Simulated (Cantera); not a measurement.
A perfectly stirred reactor is fed with H₂ : O₂ : N₂ = 0.22 : 1 : 0.3 (molar parts), equivalence ratio 0.11, at 0.0217 atm; it is held at 1200 K, and followed from long to short residence time.

Computed with Cantera and the H2/O2 subset of GRI-Mech 3.0, which has no nitrogen chemistry. Radical loss at walls, strong at low pressure, is not modelled. The temperature is held fixed by assumption; the heat of reaction is taken as removed at once.

One state of this run: x H₂ = 0.000448; x O₂ = 0.629; x HO₂ = 4.52e-6; x OH = 0.00152; x H₂O₂ = 2.81e-7; x H₂O = 0.154. x: mole fraction; the columns are a selection and need not sum to one.

Which value of τ (s) does it belong to?
A) 0.0036
B) 0.77
C) 6.7
D) 0.031

B, 0.77
